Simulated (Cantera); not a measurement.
Mixture: CH3OH : O2 : N2 = 1 : 0.882 : 3.53 (molar parts), at 2850 Torr, adiabatic and at constant pressure. Ignition delay is the time to a rise of 400 K.

Model: GRI-Mech 3.0 (53 species, 325 reactions), integrated in Cantera. GRI-Mech 3.0 was tuned for natural gas; its chemistry of methanol as a main component is partial and can be far from experiment.

### Question
Predict: delay at 1050 K; delay at 1200 K; delay at 1350 K; delay at 1500 K; delay at 1650 K; apparent activation energy between 1575 and 1725 K.

### Answer
```json
{
  "delay at 1050 K": "49.7 ms",
  "delay at 1200 K": "2.77 ms",
  "delay at 1350 K": "0.308 ms",
  "delay at 1500 K": "58.2 µs",
  "delay at 1650 K": "16.5 µs",
  "apparent activation energy between 1575 and 1725 K": "170 kJ/mol"
}
```
